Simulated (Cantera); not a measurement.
Reactions in the system N-O-V

Standard-state values (1 bar) from the NASA 1993 polynomials, evaluated with Cantera. Values are per mole of reaction as written; species without (g) are pure solids or liquids, kept so even where they would boil at 1 bar. VN: taken at fixed stoichiometry.

6 VO2(g) + 3 N2(g) ⇌ 4 O3(g) + 6 VN

| T (K) | ΔH° (kJ) | ΔS° (J/K) | ΔG° (kJ) | log10 K |
|---|---|---|---|---|
| 1375 | 765.8 | -852.9 | 1938.6 | -73.64 |
| 1425 | 772.5 | -848.1 | 1981.1 | -72.62 |
| 1475 | 779.4 | -843.3 | 2023.4 | -71.65 |
| 1525 | 786.6 | -838.6 | 2065.4 | -70.74 |
| 1575 | 794.0 | -833.8 | 2107.2 | -69.88 |
| 1625 | 801.7 | -829.0 | 2148.8 | -69.07 |
| 1675 | 809.7 | -824.2 | 2190.1 | -68.30 |
| 1725 | 817.9 | -819.3 | 2231.2 | -67.56 |
| 1775 | 826.5 | -814.4 | 2272.1 | -66.86 |
